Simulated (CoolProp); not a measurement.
Model: reference Helmholtz-energy equation of state, Thol 2015, in CoolProp.

Task: Give the vapour pressure (bar), enthalpy of vaporisation (kJ/kg), liquid cp (kJ/(kg K)), surface tension (mN/m) of saturated octamethylcyclotetrasiloxane (D4) at 360.1, 389.6, 404.3 K.

Result: 
```csv
T (K),p (bar),enthalpy of vaporisation (kJ/kg),liquid cp (kJ/(kg K)),surface tension (mN/m)
360.1,0.0497,163,1.79,13.5
389.6,0.166,153,1.85,11.4
404.3,0.277,148,1.89,10.4
```

Surface tension comes from a separate correlation (Mulero 2014), older than this fluid's equation and unchecked against measurements.
